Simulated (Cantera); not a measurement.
A freely propagating, adiabatic, planar premixed flame of CH4 : H2 : O2 : N2 : H2O = 1 : 0.047 : 2.77 : 8 : 0.79 (molar parts), equivalence ratio 0.73, unburnt at 325 K and 0.178 atm; mixture-averaged transport, grid criteria slope 0.08 and curve 0.16, no radiation.

Model: GRI-Mech 3.0 (53 species, 325 reactions), integrated in Cantera. Burning velocities carry a grid error of a few per cent, more on coarse grids.

Problem. Predict: laminar burning velocity; thermal thickness; peak x(CH2); peak x(H2O2).

Solution. 
```json
{
 "laminar_burning_velocity": "61.3 cm/s",
 "thermal_thickness": "1.82 mm",
 "peak x(CH2)": "2.32e-5",
 "peak x(H2O2)": "1.46e-5"
}
```
